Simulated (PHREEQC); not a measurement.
A solution holds 0.016 mol/kgw KHCO3 and 0.0043 mol/kgw KOH, at 74 °C. Closed to the air; pH follows from the charge balance.

The numbers come from PHREEQC with the ion-association model, wateq4f.dat.

```
quantity                   before     after
------------------------  -------  --------
pH                           9.41      9.12
ionic strength (mol/kgw)   0.0240   0.00220
HCO3- (mol/kgw)            0.0123   0.00143
CO3-2 (mol/kgw)           0.00375  0.000169
CO2 (mol/kgw)             8.51e-6   2.11e-6
```

**Question.** What was changed between the two runs?
A. diluted 10-fold with water
B. 0.015 mol/kgw NaCl added
C. diluted 5-fold with water
D. 0.011 mol/kgw H3AsO4 added

**Answer.** A, diluted 10-fold with water

No solid was allowed to form. At this temperature some constants are extrapolated from 25 °C, and those without enthalpy data are left unchanged.
